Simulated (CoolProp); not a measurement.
20 sccm (0 °C, 1 atm) of nitrogen bubbles through liquid dimethyl carbonate at 327 K and leaves saturated at a total pressure of 0.15 MPa (ideal gas phase). Each further row changes one setting.

Values from CoolProp's reference Helmholtz-energy equation of state, Zhou 2011.

```csv
case,vapour pressure (kPa),mole fraction of vapour,delivery (mg/min),delivery (sccm),change of delivery for a bath 1 K warmer (%)
as stated,27.3,0.182,17.9,4.45,5.1
bath temperature 332 K,33.4,0.223,23.0,5.73,5.2
total pressure 0.3 MPa,27.3,0.0910,8.05,2.00,4.6
```
